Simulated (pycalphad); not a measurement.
CALPHAD calculation (pycalphad, COST 507 light-alloy database (1999)), 1 atm. These are 1990s assessments: newer ones move some temperatures and phases. Phase fractions are per mole of atoms.

Q: Give the equilibrium state of Al-0.49Si-10.35C (at.%) at 1177 °C.

A: liquid, fraction 0.759, with 0.64 Si, 0.01 C at.%; AL4C3, fraction 0.241, with 0.02 Si, 42.9 C at.%.

Q: Give the equilibrium state of Al-0.49Si-10.35C (at.%) at 527 °C.

A: fcc, fraction 0.760, with 0.02 Si, <0.01 C at.%; AL4C3, fraction 0.164, with 0.01 Si, 42.9 C at.%; AL8SIC7, fraction 0.076, with 6.2 Si, 43.8 C at.%.

Database names, with the compositions (at.%) that they take in these runs: AL4C3: Al 57 C 43; AL8SIC7: Al 50 C 44 Si 6.
